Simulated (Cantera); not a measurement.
Input (Python, Cantera):

```python
import numpy as np
import cantera as ct

gas = ct.Solution("h2o2.yaml")
gas.TPX = 573, 500000, {'H2': 1, 'O2': 0.227, 'N2': 0.855}
flame = ct.FreeFlame(gas, width=0.013)
flame.set_refine_criteria(ratio=3, slope=0.08, curve=0.16)
flame.transport_model = "mixture-averaged"
flame.solve(loglevel=0, auto=True)
z, T = flame.grid, flame.T
thick = (T[-1] - T[0]) / np.gradient(T, z).max()
show = ['H2', 'O2', 'O', 'H2O', 'H2O2', 'HO2']
print(f"laminar burning velocity  {flame.velocity[0] * 100:.3f} cm/s")
print(f"burnt temperature         {T[-1]:.1f} K")
print(f"thermal thickness         {thick * 1e3:.4f} mm")
print(f"grid points               {len(z)}")
z0 = z[flame.heat_release_rate.argmax()]
print(f"{'z/mm':>9s}{'T/K':>9s}{'u/(m/s)':>9s}" + "".join(f"{s:>11s}" for s in show))
rows = []
for k in (-3, -2, -1.5, -1, -0.5, -0.25, 0, 0.25, 0.5, 1, 2, 4, 8):
    zz = z0 + k * thick
    rows.append([k * thick, np.interp(zz, z, T), np.interp(zz, z, flame.velocity),
                 *(np.interp(zz, z, flame.X[gas.species_index(s)]) for s in show)])
    print(f"{rows[-1][0] * 1e3:9.3f}{rows[-1][1]:9.1f}{rows[-1][2]:9.3f}" + "".join(f"{x:11.3e}" for x in rows[-1][3:]))
```

Result:

```
laminar burning velocity  816.398 cm/s
burnt temperature         2214.8 K
thermal thickness         0.0569 mm
grid points               112
     z/mm      T/K  u/(m/s)         H2         O2          O        H2O       H2O2        HO2
   -0.171    573.0    8.164  4.803e-01  1.090e-01  2.068e-13  1.523e-10  3.386e-13  3.255e-11
   -0.114    573.0    8.164  4.803e-01  1.090e-01  1.762e-11  6.636e-09  1.876e-11  1.754e-09
   -0.085    573.1    8.164  4.803e-01  1.090e-01  7.682e-10  1.817e-07  7.084e-10  6.382e-08
   -0.057    573.7    8.169  4.800e-01  1.091e-01  2.142e-08  3.720e-06  1.945e-08  1.666e-06
   -0.028    626.9    8.807  4.708e-01  1.096e-01  1.266e-05  2.018e-03  1.477e-05  5.732e-04
   -0.014    904.7   12.328  4.358e-01  1.017e-01  2.487e-04  2.706e-02  4.684e-05  6.228e-04
    0.000   1303.2   17.298  3.692e-01  7.289e-02  1.439e-03  9.225e-02  1.476e-05  2.867e-04
    0.014   1590.7   20.923  3.047e-01  3.349e-02  2.001e-03  1.687e-01  2.824e-06  1.203e-04
    0.028   1739.3   22.786  2.736e-01  1.161e-02  1.292e-03  2.111e-01  1.366e-06  4.039e-05
    0.057   1864.9   24.289  2.639e-01  1.431e-03  5.666e-04  2.322e-01  6.013e-07  4.785e-06
    0.114   1967.5   25.449  2.699e-01  1.672e-04  3.174e-04  2.368e-01  2.999e-07  6.767e-07
    0.228   2055.9   26.419  2.773e-01  6.285e-05  1.599e-04  2.394e-01  1.507e-07  3.011e-07
    0.456   2122.8   27.136  2.831e-01  2.623e-05  6.702e-05  2.415e-01  7.037e-08  1.345e-07
```

Detailed kinetics in Cantera: the H2/O2 subset of GRI-Mech 3.0, which has no nitrogen chemistry. The hydrogen kinetics of GRI-Mech 3.0 are dated; newer H2 mechanisms differ, most at raised pressure. Burning velocities carry a grid error of a few per cent, more on coarse grids.
